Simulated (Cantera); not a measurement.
A closed system holds: 1 mol Si2Cl6, 40 mol H2, a varied amount of HCl, held at 700 °C and 100 Torr.

Cantera equilibrium calculation (NASA polynomials, part measured and part estimated; ideal gas, pure solids and liquids). Candidate condensed phases: Si; 19 gas species. The feed counts by its element totals alone. The numbers say what is thermodynamically allowed, not how fast it happens.

Which condensed phases are stable at each of these points (n(HCl) (mol)): 0.32, 0.53, 0.74, 0.96, 1.2, 1.4, 1.6, 1.8, 2?


```tsv
n(HCl) (mol)	condensed phases	Si condensed (%)
0.32	Si(s)	19.2
0.53	Si(s)	16.4
0.74	Si(s)	13.7
0.96	Si(s)	10.8
1.2	Si(s)	7.6
1.4	Si(s)	5.0
1.6	Si(s)	2.3
1.8	gas only	0.0
2	gas only	0.0
```

From 0.32 mol HCl to 1.6 mol HCl the condensed part is Si(s). From 1.8 mol HCl to 2 mol HCl nothing is condensed.
